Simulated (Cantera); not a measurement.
An adiabatic, constant-pressure homogeneous reactor starts with CO : H2 : CH4 : O2 : N2 = 1 : 0.35 : 0.095 : 1.97 : 8.65 (molar parts), equivalence ratio 0.44, at 1525 K and 563 Torr.

Cantera simulation using GRI-Mech 3.0 (53 species, 325 reactions); the numbers are that mechanism's predictions, not measurements.

Q: Predict: time of steepest temperature rise; temperature at 4.00 s; equilibrium temperature; x(CO) at 4.00 s; x(H2) at 4.00 s; x(O) at 4.00 s; x(NO2) at 4.00 s.

A: 
```
Item                                                                   Value
---------------------------------  -----------------------------------------
time of steepest temperature rise                                    42.0 µs
temperature at 4.00 s                                                 2393 K
equilibrium temperature                                               2393 K
x(CO) at 4.00 s                      0.00695 (gas-phase equilibrium 0.00695)
x(H2) at 4.00 s                    0.000579 (gas-phase equilibrium 0.000579)
x(O) at 4.00 s                       0.00294 (gas-phase equilibrium 0.00294)
x(NO2) at 4.00 s                     6.93e-6 (gas-phase equilibrium 6.93e-6)
```
